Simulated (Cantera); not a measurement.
Cantera run, input and output.

```python
import numpy as np
import cantera as ct

gas = ct.Solution("gri30.yaml")
gas.TPX = 1525, 830000, {'CO': 1, 'H2': 0.51, 'CH4': 0.36, 'O2': 1.76, 'N2': 21.1, 'CO2': 1.3}
reactor = ct.IdealGasConstPressureReactor(gas, energy="on", clone=False)
net = ct.ReactorNet([reactor])
net.rtol, net.atol = 1e-08, 1e-16
show = ['CO', 'H2', 'CH4', 'CH2O', 'H2O', 'C2H6']
times = np.geomspace(2e-06, 7, 16)

steps = ct.SolutionArray(gas, extra=["t"])
rows = []
print(f"{'t/s':>10s}{'T/K':>9s}{'P/Pa':>11s}" + "".join(f"{s:>11s}" for s in show))
for t in times:
    while net.time < t:
        t_next = net.step()
        steps.append(gas.state, t=t_next)
    rows.append([np.interp(t, steps.t, y) for y in (steps.T, steps.P, *steps(*show).X.T)])
    print(f"{t:10.3e}{rows[-1][0]:9.1f}{rows[-1][1]:11.4g}" + "".join(f"{x:11.3e}" for x in rows[-1][2:]))
rate = np.gradient(steps.T, steps.t)
print("integrator steps:", len(steps.t))
if steps.T.max() > steps.T[0] + 200:
    print(f"time of steepest temperature rise: {steps.t[rate.argmax()]:.4e} s")
gas.TPX = 1525, 830000, {'CO': 1, 'H2': 0.51, 'CH4': 0.36, 'O2': 1.76, 'N2': 21.1, 'CO2': 1.3}
gas.equilibrate("HP")
print(f"equilibrium (HP): T = {gas.T:.1f} K  " + "  ".join(f"{s} {gas[s].X[0]:.3e}" for s in show))
```

It prints:

```
       t/s      T/K       P/Pa         CO         H2        CH4       CH2O        H2O       C2H6
 2.000e-06   1525.0    8.3e+05  3.842e-02  1.959e-02  1.383e-02  1.660e-08  1.013e-06  1.751e-10
 5.461e-06   1525.0    8.3e+05  3.842e-02  1.958e-02  1.382e-02  3.952e-07  1.222e-05  3.033e-08
 1.491e-05   1529.8    8.3e+05  3.840e-02  1.911e-02  1.310e-02  1.262e-04  9.888e-04  6.509e-05
 4.072e-05   1930.1    8.3e+05  3.198e-02  2.339e-03  2.821e-14  7.877e-10  4.224e-02  5.061e-24
 1.112e-04   2142.4    8.3e+05  9.881e-03  8.224e-04  1.627e-17  2.914e-11  4.626e-02  1.266e-31
 3.037e-04   2194.3    8.3e+05  4.103e-03  3.430e-04  6.298e-20  4.613e-12  4.745e-02  1.475e-30
 8.292e-04   2210.0    8.3e+05  2.309e-03  2.004e-04  2.487e-19  1.537e-12  4.783e-02  3.445e-35
 2.264e-03   2211.4    8.3e+05  2.134e-03  1.867e-04  2.345e-19  1.330e-12  4.787e-02  3.231e-34
 6.183e-03   2211.1    8.3e+05  2.135e-03  1.869e-04  2.080e-19  1.332e-12  4.787e-02  6.571e-36
 1.688e-02   2210.4    8.3e+05  2.138e-03  1.873e-04  2.101e-19  1.337e-12  4.787e-02  6.632e-36
 4.610e-02   2208.7    8.3e+05  2.147e-03  1.883e-04  2.148e-19  1.349e-12  4.788e-02  6.765e-36
 1.259e-01   2206.2    8.3e+05  2.160e-03  1.898e-04  2.215e-19  1.369e-12  4.789e-02  6.973e-36
 3.438e-01   2205.0    8.3e+05  2.168e-03  1.906e-04  2.250e-19  1.380e-12  4.789e-02  7.090e-36
 9.388e-01   2204.9    8.3e+05  2.168e-03  1.907e-04  2.252e-19  1.380e-12  4.789e-02  7.097e-36
 2.563e+00   2204.9    8.3e+05  2.168e-03  1.907e-04  2.252e-19  1.380e-12  4.789e-02  7.097e-36
 7.000e+00   2204.9    8.3e+05  2.168e-03  1.907e-04  2.252e-19  1.380e-12  4.789e-02  7.097e-36
integrator steps: 1729
time of steepest temperature rise: 3.2941e-05 s
equilibrium (HP): T = 2204.9 K  CO 2.168e-03  H2 1.907e-04  CH4 3.107e-19  CH2O 1.380e-12  H2O 4.789e-02  C2H6 1.091e-35
```

Model: GRI-Mech 3.0 (53 species, 325 reactions), integrated in Cantera.
